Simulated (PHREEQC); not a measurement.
**Brackish or sea water**

Synthetic water in mg/L, 25 °C, pH 6.63, pe 11.1:

| constituent | mg/L |
|---|---|
| Na | 5580 |
| K | 21.8 |
| Ca | 787 |
| Mg | 1200 |
| Cl | 13300 |
| S(6) as SO4 | 686 |
| Alkalinity as HCO3 | 53.8 |
| Li | 2.39 |
| Pb | 8.44 |

Valence states are taken as typed.

The numbers come from PHREEQC with the ion-association model, phreeqc.dat.

Each row changes one thing in this solution. No solid was allowed to form.

```
case                                               SO4-2 (mol/kgw)  MgSO4 (mol/kgw)  NaSO4- (mol/kgw)  HCO3- (mol/kgw)  CaSO4 (mol/kgw)  CO2 (mol/kgw)  SI of Cerussite (PbCO3)  SI of Pb(OH)2 (Pb(OH)2)
-------------------------------------------------  ---------------  ---------------  ----------------  ---------------  ---------------  -------------  -----------------------  -----------------------
as made                                                    0.00350          0.00223          0.000951         0.000683         0.000611       0.000228                    +0.34                    -0.67
S(6) from 686 to 1370 mg/L                                 0.00712          0.00433           0.00193         0.000688          0.00120       0.000230                    +0.33                    -0.68
pH from 6.63 to 6.33 at the same alkalinity                0.00350          0.00223          0.000951         0.000687         0.000611       0.000458                    +0.05                    -1.26
temperature from 25 to 65 °C at the same typed pH          0.00265          0.00334          0.000808         0.000648         0.000493       0.000187                    -0.19                    +0.27
```

Some of these states are supersaturated (in Cerussite, Pb(OH)2, for instance). Constants without temperature data keep their 25 °C values here.
